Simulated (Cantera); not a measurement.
Input: 1 mol PbCl2, 6.7 mol H2, held at 1073 K and 1.00 bar.

Equilibrium computed with Cantera from the NASA thermochemical tables; the gas is ideal and each condensed phase is pure. Candidate condensed phases: Pb, PbCl2; 10 gas species. The tables' values for PbCl4 are old estimates; treat these amounts as uncertain. The numbers say what is thermodynamically allowed, not how fast it happens.

Base state: H2 0.779, HCl 0.188, PbCl2 0.0251, PbCl4 0.00476, PbCl 0.00361, Pb 7.31e-5 (mole fractions); condensed: Pb(l).

Task: What changes in the equilibrium state with this change: temperature from 1073 K to 748 K?

Result: 
```
species         before     after
-------------  -------  --------
H2               0.779     0.982
HCl              0.188    0.0170
PbCl4          0.00476   0.00120
PbCl2           0.0251  0.000131
Pb             7.31e-5   8.75e-9
PbCl           0.00361   2.41e-6
Pb(l), mol       0.743    0.0655
PbCl2(s), mol        0     0.926
```
